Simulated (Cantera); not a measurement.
Mixture: 8.47 % CH4, 8.14 % CO, 17.5 % O2, 65.8 % N2, at 2.80 bar, adiabatic and at constant volume. Ignition delay is the time to a rise of 400 K.

Computed with Cantera and GRI-Mech 3.0 (53 species, 325 reactions).

Task: Predict: delay at 1150 K; delay at 1300 K; delay at 1450 K; delay at 1600 K; delay at 1750 K; apparent activation energy between 1600 and 1750 K.

Result: 
| Property | Result |
|---|---|
| delay at 1150 K | 63.9 ms |
| delay at 1300 K | 6.85 ms |
| delay at 1450 K | 1.03 ms |
| delay at 1600 K | 0.216 ms |
| delay at 1750 K | 63.0 µs |
| apparent activation energy between 1600 and 1750 K | 190 kJ/mol |
